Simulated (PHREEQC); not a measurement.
A solution holds 0.00075 mol/kgw NaBF4, 0.00085 mol/kgw Na2S and 0.075 mol/kgw NH4BF4, at 25 °C. Closed to the air; pH follows from the charge balance.

Equilibrium calculation in PHREEQC: ion-association model, wateq4f.dat.

The pH is 2.91 and the ionic strength is 0.0789 mol/kgw. The total alkalinity is -226 meq/kg.

```
species    molality  activity   log γ
---------  --------  --------  ------
NH4+         0.0750    0.0596  -0.100
BF4-         0.0695    0.0532  -0.116
HF          0.00605   0.00616   0.008
F-          0.00426   0.00332  -0.108
BF3OH-      0.00414   0.00317  -0.116
Na+         0.00245   0.00195  -0.099
H+          0.00148   0.00124  -0.078
H3BO3       0.00118   0.00120   0.008
BF2(OH)2-  0.000917  0.000701  -0.116
H2S        0.000850  0.000865   0.008
HF2-       0.000101   7.84e-5  -0.108
H2F2        9.71e-5   9.89e-5   0.008
NaF         3.66e-6   3.72e-6   0.008
BF(OH)3-    2.08e-6   1.59e-6  -0.116
```

Precipitation was switched off in this run. Real BF4- forms and hydrolyses slowly; the run takes it at equilibrium. The polysulfide entries of wateq4f.dat were taken out for this run.
